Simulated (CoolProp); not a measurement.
A Linde-Hampson liquefier for CF4 (R14): isothermal reversible compression at 250 K from 1 atm to 30 MPa, throttling to 1 atm, return gas leaving the recuperator 0 K below the feed. Each further row changes one setting.

Model: reference Helmholtz-energy equation of state, Platzer 1990, in CoolProp. This equation is an older, rougher fit; its heat capacities, sound speeds and derivatives of the liquid may be far off and weren't checked against measurements.

```
case                        liquid yield per pass  compression work (kJ/kg of gas)
--------------------------  ---------------------  -------------------------------
as stated                                       …                              109
warm-end temperature 280 K                  0.344                                …
warm-end gap 5 K                                …                              109
```

Task: What belongs in the gaps?

Result: 
- as stated, liquid yield per pass: 0.436
- warm-end temperature 280 K, compression work (kJ/kg of gas): 131
- warm-end gap 5 K, liquid yield per pass: 0.427
